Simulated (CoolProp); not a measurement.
Vapour-liquid equilibrium of n-heptane (1) + toluene (2) at 437.1 K; x and y are mole fractions of (1).

Model: multi-fluid Helmholtz-energy mixture model, Span 2003 and Lemmon 2006; pair parameters Bell 2016, in CoolProp.

Give the bubble pressure and the first vapour's composition at x = 0.15, 0.45, 0.65. Is there an azeotrope?

x = 0.15: 409.4 kPa, y = 0.210; x = 0.45: 457.0 kPa, y = 0.513; x = 0.65: 477.8 kPa, y = 0.688. No azeotrope shows between x = 0.05 and 0.95.

The pair parameters rest on a limited set of measurements; away from them the model extrapolates.
